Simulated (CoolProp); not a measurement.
A single-stage vapour-compression cycle with sulfur hexafluoride: evaporating at 247.15 K (dew point), condensing at 291.15 K (bubble point), superheat 10 K, subcooling 8 K, compressor efficiency 0.85, no pressure losses. Each further row changes one setting.

Model: reference Helmholtz-energy equation of state, Guder 2009, in CoolProp.

```
case                              cooling COP  pressure ratio  discharge temperature (K)  refrigerating effect (kJ/kg)  volumetric capacity (kJ/m³)
--------------------------------  -----------  --------------  -------------------------  ----------------------------  ---------------------------
as stated                                3.69            3.53                      303.4                          70.6                         3070
evaporating temperature 252.15 K         4.39            2.99                        ___                          72.8                          ___
condensing temperature 286.15 K          4.39             ___                      298.3                           ___                          ___
subcooling 13 K                           ___            3.53                      303.4                          76.0                          ___
superheat 20 K                           3.79            3.53                      312.5                          77.1                         3180
compressor efficiency 0.75                ___            3.53                      306.4                          70.6                         3070
```

Question: Fill in the missing entries.

Answer: 
- evaporating temperature 252.15 K, discharge temperature (K): 303.0
- evaporating temperature 252.15 K, volumetric capacity (kJ/m³): 3730
- condensing temperature 286.15 K, pressure ratio: 3.12
- condensing temperature 286.15 K, refrigerating effect (kJ/kg): 75.9
- condensing temperature 286.15 K, volumetric capacity (kJ/m³): 3300
- subcooling 13 K, cooling COP: 3.97
- subcooling 13 K, volumetric capacity (kJ/m³): 3310
- compressor efficiency 0.75, cooling COP: 3.26
